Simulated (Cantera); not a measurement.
Input: 1 mol SiC, 0.0081 mol H₂O, 51 mol N₂, held at 1.30e-6 bar.

These are equilibrium values from Cantera (NASA tables, ideal gas, pure condensed phases), not measurements of a reactor. Candidate condensed phases: C, C₆H₆, C₇H₈, C₈H₁₈, H₂O, Si, SiC, SiO₂, Si₂N₂O, Si₃N₄; 151 gas species. N₂ is the only nitrogen source here; it is nearly inert below about 1500 K, so the nitride shown seldom forms there in practice. Mutual solubility and eutectic melting of coexisting phases are not modelled. Equilibrium is a limit: real reactors are often held back by kinetics, nucleation or transport.

log p: log10 of the partial pressure in bar; n: condensed amount in mol.

```
T (°C)  log p N₂  log p Si  log p SiC₂  log p H  log p H₂  n C(graphite)  n Si₂N₂O(s)  n Si₃N₄(s)  n SiC(s)
------  --------  --------  ----------  -------  --------  -------------  -----------  ----------  --------
627        -5.89      <-17        <-17   -14.77     -9.68            ___      0.00810       0.328         0
727        -5.89      <-17        <-17   -13.49     -9.69            ___      0.00796           0     0.984
827        -5.89    -16.14        <-17   -12.43     -9.69              0      0.00269           0     0.995
927        -5.89    -13.17        <-17   -11.55     -9.69              0      0.00162           0     0.995
1027       -5.89    -11.34        <-17   -10.81     -9.70              0            0           0     0.996
1127       -5.89    -10.12      -15.84   -10.19     -9.76              0            0           0     0.994
1227       -5.89     -9.69      -13.30    -9.73     -9.95              0            0           0     0.992
1327       -5.89     -8.99      -11.40    -9.49    -10.44            ___            0           0     0.959
1427       -5.89     -8.00      -10.10    -9.41    -11.17            ___            0           0     0.593
1527       -5.89     -7.61       -9.45    -9.40    -11.92          0.958            0           0         0
1627       -5.89     -7.61       -9.21    -9.40    -12.60          0.935            0           0         0
```

Some entries are withheld; supply them.


- 627, n C(graphite): 1.000
- 727, n C(graphite): 0.0158
- 1327, n C(graphite): 0.0316
- 1427, n C(graphite): 0.389
